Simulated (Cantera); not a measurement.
A closed system holds: 1 mol FeCl2, 1.8 mol HCl, 25 mol N2, held at 2.80 Pa.

Method: chemical equilibrium by Gibbs-energy minimisation in Cantera with the NASA 1993 tables (ideal gas, pure condensed phases). Candidate condensed phases: Fe, FeCl2, FeCl3, NH4Cl; 18 gas species. Rates play no part.

x: gas mole fraction; nothing condenses.

| T (°C) | x N2 | x HCl | x FeCl2 | x Cl | x Fe | x H2 |
|---|---|---|---|---|---|---|
| 927 | 0.899 | 0.0645 | 0.0360 | 0.000205 | 4.21e-9 | … |
| 977 | 0.899 | 0.0644 | 0.0360 | 0.000370 | 3.28e-8 | … |
| 1027 | 0.899 | 0.0641 | 0.0360 | 0.000636 | 2.19e-7 | … |
| 1077 | 0.899 | 0.0637 | 0.0360 | 0.00105 | 1.27e-6 | … |
| 1127 | 0.899 | 0.0630 | 0.0359 | 0.00167 | 6.53e-6 | … |
| 1177 | 0.898 | 0.0621 | 0.0359 | 0.00258 | 2.98e-5 | … |
| 1227 | 0.897 | 0.0610 | 0.0358 | 0.00390 | 0.000121 | … |
| 1277 | 0.896 | 0.0595 | 0.0354 | 0.00584 | 0.000429 | … |
| 1327 | 0.894 | 0.0581 | 0.0345 | 0.00884 | 0.00129 | … |
| 1377 | 0.890 | 0.0568 | 0.0324 | 0.0136 | 0.00319 | … |

Fill in the missing entries.


- 927, x H2: 0.000103
- 977, x H2: 0.000185
- 1027, x H2: 0.000316
- 1077, x H2: 0.000518
- 1127, x H2: 0.000816
- 1177, x H2: 0.00123
- 1227, x H2: 0.00176
- 1277, x H2: 0.00235
- 1327, x H2: 0.00285
- 1377, x H2: 0.00314
